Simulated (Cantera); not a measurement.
## Ignition delay

Mixture: CO : H₂ : CH₄ : O₂ : N₂ = 1 : 0.8 : 0.13 : 2.39 : 6.92 (molar parts), equivalence ratio 0.49, at 88000 Pa, adiabatic and at constant volume. Ignition delay is the time to a rise of 400 K.

Model: GRI-Mech 3.0 (53 species, 325 reactions), integrated in Cantera. Below about 1000 K GRI-Mech 3.0 lacks low-temperature oxidation paths. Below about 950 K walls govern HO2 and H2O2 in real vessels.

```csv
T0 (K),delay (ms)
875,175
925,7.66
975,1.06
1025,0.372
1075,0.201
1125,0.130
1175,0.0928
1225,0.0705
1275,0.0560
```

```json
{
  "apparent activation energy between 1175 and 1275 K": "63 kJ/mol"
}
```
